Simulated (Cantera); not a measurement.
Charge: 1 mol PbO, 0.86 mol C, 0.1 mol H2, 3 mol CO, equilibrated at 3.60 bar.

Method: chemical equilibrium by Gibbs-energy minimisation in Cantera with the NASA 1993 tables (ideal gas, pure condensed phases). Candidate condensed phases: C, C6H6, C7H8, C8H18, H2O, Pb, PbO, PbO2, Pb3O4; 113 gas species. Gases not in the tables: (PbO)n polymers. Rates play no part. All values below are at 1750 °C.

Base state: CO 0.753, Pb 0.200, CO2 0.0254, H2 0.0174, H2O 0.00273, Pb2 0.000672, PbO 0.000155, H 0.000132 (mole fractions); condensed: gas only.

Task: What changes in the equilibrium state with this change: 0.38 mol H2O added?

Result: 
```
species    before     after
-------  --------  --------
CO          0.753     0.655
Pb          0.200     0.186
CO2        0.0254    0.0677
H2         0.0174    0.0606
H2O       0.00273    0.0292
OH        2.16e-6   1.24e-5
PbO      0.000155  0.000443
H        0.000132  0.000246
```
